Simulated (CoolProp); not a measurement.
Saturation properties of decamethyltetrasiloxane (MD2M) (Tc = 599.4 K, pc = 1.144 MPa, ω = 0.635).

The numbers come from the reference Helmholtz-energy equation of state, Thol 2017 in CoolProp.

```json
[
 {"T (K)": "299", "p (MPa)": "5.611e-5", "liquid density (kg/m³)": "847.8", "enthalpy of vaporisation (kJ/kg)": "189.7", "liquid cp (kJ/(kg K))": "1.727", "vapour Z": "0.9998"},
 {"T (K)": "320.3", "p (MPa)": "0.0002628", "liquid density (kg/m³)": "826.6", "enthalpy of vaporisation (kJ/kg)": "181.7", "liquid cp (kJ/(kg K))": "1.779", "vapour Z": "0.9994"},
 {"T (K)": "341.5", "p (MPa)": "0.0009550", "liquid density (kg/m³)": "805.4", "enthalpy of vaporisation (kJ/kg)": "174.1", "liquid cp (kJ/(kg K))": "1.830", "vapour Z": "0.9982"},
 {"T (K)": "362.8", "p (MPa)": "0.002864", "liquid density (kg/m³)": "?", "enthalpy of vaporisation (kJ/kg)": "166.6", "liquid cp (kJ/(kg K))": "1.881", "vapour Z": "0.9955"},
 {"T (K)": "384", "p (MPa)": "0.007289", "liquid density (kg/m³)": "761.9", "enthalpy of vaporisation (kJ/kg)": "?", "liquid cp (kJ/(kg K))": "1.929", "vapour Z": "0.9904"},
 {"T (K)": "405.3", "p (MPa)": "0.01637", "liquid density (kg/m³)": "739.3", "enthalpy of vaporisation (kJ/kg)": "152.1", "liquid cp (kJ/(kg K))": "1.977", "vapour Z": "?"},
 {"T (K)": "426.6", "p (MPa)": "0.03304", "liquid density (kg/m³)": "715.8", "enthalpy of vaporisation (kJ/kg)": "144.8", "liquid cp (kJ/(kg K))": "2.024", "vapour Z": "0.9687"},
 {"T (K)": "447.8", "p (MPa)": "0.06099", "liquid density (kg/m³)": "691.3", "enthalpy of vaporisation (kJ/kg)": "137.2", "liquid cp (kJ/(kg K))": "2.070", "vapour Z": "0.9499"},
 {"T (K)": "469.1", "p (MPa)": "0.1051", "liquid density (kg/m³)": "665.1", "enthalpy of vaporisation (kJ/kg)": "129.2", "liquid cp (kJ/(kg K))": "2.118", "vapour Z": "0.9243"},
 {"T (K)": "490.3", "p (MPa)": "0.1703", "liquid density (kg/m³)": "637.0", "enthalpy of vaporisation (kJ/kg)": "120.7", "liquid cp (kJ/(kg K))": "2.167", "vapour Z": "0.8910"}
]
```

Task: Complete the blanks.

Result: 
- 362.8, liquid density (kg/m³): 783.8
- 384, enthalpy of vaporisation (kJ/kg): 159.4
- 405.3, vapour Z: 0.9819

It boils at 467.6 K under 1 atm.
